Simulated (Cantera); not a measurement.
**Gas activation for diamond growth**

An isothermal, constant-pressure homogeneous reactor starts with 0.317 % CH4, 99.1 % H2, 0.268 % O2, 0.287 % H2O, equivalence ratio 190, at 2725 K and 0.280 bar.

Model: GRI-Mech 3.0 (53 species, 325 reactions), integrated in Cantera.

```tsv
t (s)	x CH4	x H2	x O2	x O	x OH	x H2O2	x C2H6
0.000400	0.000353	0.937	1.26e-8	3.98e-6	0.000111	3.02e-12	3.31e-9
0.00139	6.34e-5	0.913	1.95e-8	7.35e-6	0.000135	3.88e-12	1.42e-10
0.00485	1.37e-6	0.887	2.29e-8	1.09e-5	0.000144	3.92e-12	<1e-12
0.0169	4.97e-11	0.881	2.57e-8	1.22e-5	0.000152	4.28e-12	<1e-12
0.0587	4.97e-11	0.881	2.57e-8	1.22e-5	0.000152	4.28e-12	<1e-12
0.204	4.97e-11	0.881	2.57e-8	1.22e-5	0.000152	4.28e-12	<1e-12
0.711	4.97e-11	0.881	2.57e-8	1.22e-5	0.000152	4.28e-12	<1e-12
2.48	4.97e-11	0.881	2.57e-8	1.22e-5	0.000152	4.28e-12	<1e-12
8.62	4.97e-11	0.881	2.57e-8	1.22e-5	0.000152	4.28e-12	<1e-12
30.0	4.97e-11	0.881	2.57e-8	1.22e-5	0.000152	4.28e-12	<1e-12
```
x: mole fraction; the columns are a selection and need not sum to one.

Equilibrium at this temperature and pressure: CH4 5.41e-11, H2 0.881, O2 2.57e-8, O 1.22e-5, OH 0.000152, H2O2 4.28e-12, C2H6 <1e-12 (gas phase only).
